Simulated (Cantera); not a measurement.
Input: 1 mol CuO, 2.5 mol CH4, 1.5 mol H2, at 0.110 bar.

Equilibrium computed with Cantera from the NASA thermochemical tables; the gas is ideal and each condensed phase is pure. Candidate condensed phases: C, C6H6, C7H8, C8H18, Cu, CuO, Cu(OH)2, Cu2O, H2O; 113 gas species. The numbers say what is thermodynamically allowed, not how fast it happens.

log p: log10 of the partial pressure in bar; n: condensed amount in mol.

```csv
T (°C),log p H2,log p CO,log p Cu,log p H,n C(graphite),n Cu(l)
1125,-1.02,-1.83,-5.89,(withheld),1.50,1.000
1175,-1.02,-1.83,-5.48,(withheld),1.50,1.000
1225,-1.02,-1.83,-5.10,(withheld),1.50,0.999
1275,-1.02,-1.83,-4.75,(withheld),1.50,0.999
1325,-1.02,-1.83,-4.41,(withheld),1.50,0.997
1375,-1.02,-1.83,-4.10,(withheld),1.50,0.995
1425,-1.02,-1.83,-3.81,(withheld),1.50,0.989
1475,-1.02,-1.83,-3.54,(withheld),1.50,0.980
1525,-1.02,-1.84,-3.28,(withheld),1.50,0.964
1575,-1.03,-1.84,-3.03,(withheld),1.50,0.936
1625,-1.03,-1.84,-2.80,(withheld),1.49,0.890
1675,-1.03,-1.84,-2.58,(withheld),1.49,0.815
```

Task: What belongs in the gaps?

Result: 
- 1125, log p H: -5.84
- 1175, log p H: -5.55
- 1225, log p H: -5.28
- 1275, log p H: -5.02
- 1325, log p H: -4.78
- 1375, log p H: -4.56
- 1425, log p H: -4.35
- 1475, log p H: -4.15
- 1525, log p H: -3.97
- 1575, log p H: -3.79
- 1625, log p H: -3.62
- 1675, log p H: -3.46
